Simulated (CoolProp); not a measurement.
Vapour-liquid equilibrium of acetone (1) + n-hexane (2) at 135.75 °C; x and y are mole fractions of (1).

Values from CoolProp's multi-fluid Helmholtz-energy mixture model, Lemmon 2006 and Thol 2019; pair parameters Bell 2016.

```tsv
x	bubble pressure, mixture model (kPa)	bubble pressure, Raoult's law (kPa)	y, mixture model	y, Raoult's law
0.05	642.5	579.1	0.142	0.074
0.2	800.6	622.6	0.371	0.275
0.35	887.8	666.2	0.492	0.449
0.5	935.4	709.7	0.580	0.602
0.65	955.5	753.3	0.664	0.738
0.8	946.5	796.8	0.766	0.858
0.95	890.5	840.4	0.922	0.966
```

The largest gap from Raoult's law is +33.3 % in bubble pressure, at x = 0.35. y crosses x between x = 0.65 and 0.8: the model has an azeotrope there.

Pair parameters are fitted to limited data, so mixtures are less certain than the pure fluids.
